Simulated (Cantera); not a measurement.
Input: 1 mol CH3SiH3, 0.82 mol C2H2, 94 mol H2, held at 2498.15 K and 2.90 mbar.

Cantera equilibrium calculation (NASA polynomials, part measured and part estimated; ideal gas, pure solids and liquids). The feed counts by its element totals alone. Kinetics and transport are ignored.

```
species             before     after
----------------  --------  --------
H2                   0.620     0.994
H                    0.365   0.00536
C2H2 (acetylene)   0.00665  0.000142
Si                 0.00649   1.62e-5
C3                0.000167     <1e-9
C                  5.59e-5     <1e-9
C2H               0.000280   6.01e-9
C2                 1.53e-5     <1e-9
SiC2               0.00167   2.04e-7
C4H2               2.95e-5   7.94e-9
C(graphite), mol     0.469      1.61
SiC(s), mol              0     0.998
```
Gas species are given as mole fractions.

Q: What was changed between the two runs?
(A) temperature from 2498.15 K to 1775 K
(B) C2H2 from 0.82 to 0.12 mol
(C) temperature from 2498.15 K to 2423.15 K
(D) temperature from 2498.15 K to 1198.15 K

A: A, temperature from 2498.15 K to 1775 K
